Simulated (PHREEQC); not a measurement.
Make-up at 25 °C: 6.6 mmol/kgw LiBr and 0.31 mmol/kgw Cu(NO3)2. Closed to the air; pH follows from the charge balance.

Equilibrium calculation in PHREEQC: ion-association model, wateq4f.dat.

* **pH**: 5.57
* **ionic strength**: 0.00753 mol/kgw

```json
[
 {"species": "Br-", "molality": "0.00660", "activity": "0.00602", "log γ": "-0.040"},
 {"species": "Li+", "molality": "0.00660", "activity": "0.00605", "log γ": "-0.038"},
 {"species": "NO3-", "molality": "0.000620", "activity": "0.000564", "log γ": "-0.041"},
 {"species": "Cu+2", "molality": "0.000308", "activity": "0.000217", "log γ": "-0.151"},
 {"species": "H+", "molality": "2.93e-6", "activity": "2.70e-6", "log γ": "-0.035"},
 {"species": "CuOH+", "molality": "8.80e-7", "activity": "8.03e-7", "log γ": "-0.040"},
 {"species": "Cu(OH)2", "molality": "6.19e-7", "activity": "6.20e-7", "log γ": "0.001"}
]
```

This is a speciation only: nothing precipitates in the calculation.
